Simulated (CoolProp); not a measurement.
Aqueous ethylene glycol as a coolant, 32 % by mass, freezing at -16.2 °C, 1 atm.

Model: Melinder's fits for secondary coolants, in CoolProp.

```
T (°C)  viscosity (mPa s)  Prandtl number  conductivity (W/(m K))  density (kg/m³)
------  -----------------  --------------  ----------------------  ---------------
-14.1                8.38            70.3                     [?]             1052
-10.1                6.98            58.2                   0.429             1051
-6                    [?]            48.4                   0.433              [?]
-1.9                 4.92            40.7                   0.437             1049
2.2                  4.19            34.4                   0.441             1047
6.3                  3.60            29.4                   0.444             1046
10.4                  [?]            25.3                   0.448             1045
14.5                 2.71            22.0                     [?]             1043
18.6                 2.38            19.2                   0.455             1041
22.7                 2.11            16.9                   0.459             1040
26.8                 1.88            15.0                   0.463              [?]
30.9                 1.68            13.4                   0.466             1036
35                   1.52            12.0                     [?]             1034
```

Some entries are withheld; supply them.


- -14.1, conductivity (W/(m K)): 0.425
- -6, viscosity (mPa s): 5.83
- -6, density (kg/m³): 1050
- 10.4, viscosity (mPa s): 3.11
- 14.5, conductivity (W/(m K)): 0.452
- 26.8, density (kg/m³): 1038
- 35, conductivity (W/(m K)): 0.470
